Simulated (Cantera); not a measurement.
# Counterflow diffusion flame

A counterflow diffusion flame at 101000 Pa, nozzles 20 mm apart: fuel side 55.6 % CH4, 9.44 % CO, 35.0 % N2 at 500 K, oxidiser side 26.0 % O2, 74.0 % N2 at 450 K, fuel mass flux 0.93 times the oxidiser's; mixture-averaged transport, no radiation.

Computed with Cantera and GRI-Mech 3.0 (53 species, 325 reactions). GRI-Mech 3.0 has no aromatics or soot, which form on the fuel side of real flames. The maximum strain rate includes the flame's own expansion and is several times the mean.

```tsv
oxidiser flux (kg/m²/s)	max strain (1/s)	mean strain (1/s)	T max (K)	peak x OH	peak x H	peak x NO	peak x CO	peak x C2H2
0.25	185	38.2	2228	0.0107	0.00474	0.000400	0.0944	0.0132
0.32	230	48.9	2216	0.0107	0.00493	0.000378	0.0944	0.0128
0.42	292	64.2	2203	0.0107	0.00513	0.000353	0.0944	0.0123
0.53	360	81.0	2192	0.0107	0.00528	0.000331	0.0944	0.0119
0.68	451	104	2180	0.0106	0.00544	0.000306	0.0944	0.0114
0.87	566	133	2168	0.0105	0.00560	0.000282	0.0944	0.0109
1.1	703	168	2158	0.0105	0.00577	0.000259	0.0944	0.0105
1.4	879	214	2145	0.0103	0.00590	0.000232	0.0944	0.0100
1.8	1110	275	2130	0.0101	0.00601	0.000204	0.0944	0.00951
2.3	1390	352	2114	0.00987	0.00608	0.000174	0.0944	0.00889
```
x: mole fraction; the columns are a selection and need not sum to one.
